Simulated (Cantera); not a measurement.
A Cantera script and its output.

```python
import numpy as np
import cantera as ct

gas = ct.Solution("gri30.yaml")
gas.TPX = 375, 110000, {'CO': 1, 'H2': 0.054, 'CH4': 0.28, 'O2': 1.6, 'N2': 6.01}
flame = ct.FreeFlame(gas, width=0.037)
flame.set_refine_criteria(ratio=3, slope=0.08, curve=0.16)
flame.transport_model = "unity-Lewis-number"
flame.solve(loglevel=0, auto=True)
z, T = flame.grid, flame.T
thick = (T[-1] - T[0]) / np.gradient(T, z).max()
show = ['CO', 'H2', 'CH4', 'H2O', 'N2O', 'O2']
print(f"laminar burning velocity  {flame.velocity[0] * 100:.3f} cm/s")
print(f"burnt temperature         {T[-1]:.1f} K")
print(f"thermal thickness         {thick * 1e3:.4f} mm")
print(f"grid points               {len(z)}")
z0 = z[flame.heat_release_rate.argmax()]
print(f"{'z/mm':>9s}{'T/K':>9s}{'u/(m/s)':>9s}" + "".join(f"{s:>11s}" for s in show))
rows = []
for k in (-3, -2, -1.5, -1, -0.5, -0.25, 0, 0.25, 0.5, 1, 2, 4, 8):
    zz = z0 + k * thick
    rows.append([k * thick, np.interp(zz, z, T), np.interp(zz, z, flame.velocity),
                 *(np.interp(zz, z, flame.X[gas.species_index(s)]) for s in show)])
    print(f"{rows[-1][0] * 1e3:9.3f}{rows[-1][1]:9.1f}{rows[-1][2]:9.3f}" + "".join(f"{x:11.3e}" for x in rows[-1][3:]))
```

Output:

```
laminar burning velocity  37.519 cm/s
burnt temperature         2017.6 K
thermal thickness         0.4858 mm
grid points               136
     z/mm      T/K  u/(m/s)         CO         H2        CH4        H2O        N2O         O2
   -1.457    375.1    0.375  1.118e-01  6.038e-03  3.130e-02  4.908e-06  1.291e-11  1.789e-01
   -0.972    376.4    0.377  1.118e-01  6.038e-03  3.127e-02  7.073e-05  1.861e-10  1.788e-01
   -0.729    380.8    0.381  1.116e-01  6.041e-03  3.115e-02  2.975e-04  7.827e-10  1.785e-01
   -0.486    410.8    0.411  1.107e-01  6.059e-03  3.037e-02  1.842e-03  4.847e-09  1.765e-01
   -0.243    654.3    0.652  1.028e-01  6.213e-03  2.378e-02  1.481e-02  3.898e-08  1.600e-01
   -0.121    982.7    0.973  9.121e-02  6.426e-03  1.410e-02  3.383e-02  8.985e-08  1.356e-01
    0.000   1363.4    1.340  7.238e-02  5.330e-03  2.704e-03  5.676e-02  1.723e-07  1.022e-01
    0.121   1561.0    1.521  4.994e-02  2.895e-03  8.169e-05  6.348e-02  2.617e-07  8.264e-02
    0.243   1666.8    1.612  3.514e-02  2.629e-03  1.186e-06  6.393e-02  3.108e-07  7.479e-02
    0.486   1784.8    1.711  2.206e-02  2.229e-03  4.293e-10  6.542e-02  3.608e-07  6.878e-02
    0.972   1884.6    1.794  1.319e-02  1.371e-03  6.725e-16  6.793e-02  4.437e-07  6.523e-02
    1.943   1952.3    1.849  7.062e-03  7.005e-04  6.754e-20  6.989e-02  5.212e-07  6.298e-02
    3.887   1991.1    1.880  3.390e-03  3.288e-04  6.055e-21  7.111e-02  4.845e-07  6.170e-02
```

Cantera simulation using GRI-Mech 3.0 (53 species, 325 reactions); the numbers are that mechanism's predictions, not measurements. Unity Lewis numbers drop preferential diffusion, which matters most where H2 and H carry the flame. Burning velocities carry a grid error of a few per cent, more on coarse grids.
